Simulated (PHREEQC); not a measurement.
**Cooling-tower water**

Model water analysis in mg/L, 25 °C, pH 7.15, pe -1.9:

```tsv
constituent	mg/L
Na	225
K	2.57
Ca	86.5
Mg	22.3
Cl	138
S(6) as SO4	312
Alkalinity as HCO3	334
Fe(2)	1.3
Si as SiO2	1.31
```

Valence states are taken as typed.

Model: ion-association model, wateq4f.dat, run in PHREEQC.

This is a speciation only: nothing precipitates in the calculation.

**Question.** What ionic strength, charge-balance error does the model give?

**Answer.** ionic strength 0.0200 mol/kgw; charge-balance error 0.6 %.

**Question.** In which forms is Fe present?

**Answer.** Fe+2 65 %, FeHCO3+ 21 %, FeSO4 11 %, FeCO3 2.9 % of the Fe.

Examples of supersaturated solids here: Siderite. Others may be too.
